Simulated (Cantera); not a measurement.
Input: 1 mol SiCl4, 0.62 mol Cl2, 0.77 mol H2, equilibrated at 927 °C and 8250 Torr.

These are equilibrium values from Cantera (NASA tables, ideal gas, pure condensed phases), not measurements of a reactor. The tables' values for SiCl3 are old estimates; treat these amounts as uncertain. Rates play no part.

```json
[
 {"species": "H2", "before": "0.0613", "after": "0.649"},
 {"species": "HCl", "before": "0.520", "after": "0.200"},
 {"species": "SiCl4", "before": "0.417", "after": "0.138"},
 {"species": "SiHCl3", "before": "0.00134", "after": "0.0122"},
 {"species": "SiH2Cl2", "before": "5.60e-7", "after": "0.000140"},
 {"species": "SiCl2", "before": "1.21e-6", "after": "2.85e-5"},
 {"species": "SiCl3", "before": "0.000240", "after": "0.000670"}
]
```
Gas species are given as mole fractions.

Question: What was changed between the two runs?
A) temperature from 927 °C to 400 °C
B) SiCl4 replaced by Si
C) H2 from 0.77 to 5 mol
D) temperature from 927 °C to 1352 °C

Answer: C, H2 from 0.77 to 5 mol
